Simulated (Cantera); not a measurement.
Feed: 1 mol SiF4, 0.11 mol H2O, 24 mol O2, held at 36.0 Torr.

Method: chemical equilibrium by Gibbs-energy minimisation in Cantera with the NASA 1993 tables (ideal gas, pure condensed phases). Candidate condensed phases: H2O, Si, SiO2; 38 gas species. The tables hold silica as quartz up to 1696 K and as liquid above; real silica turns to tridymite and cristobalite and melts near 1996 K. Kinetics and transport are ignored.

Q: At 1198 K, list the 4 most abundant gas species with their mole fractions, and the condensed phases.

A: O2 0.954, SiF4 0.0376, HF 0.00862, H2O 6.11e-5. Condensed: SiO2(β-quartz).
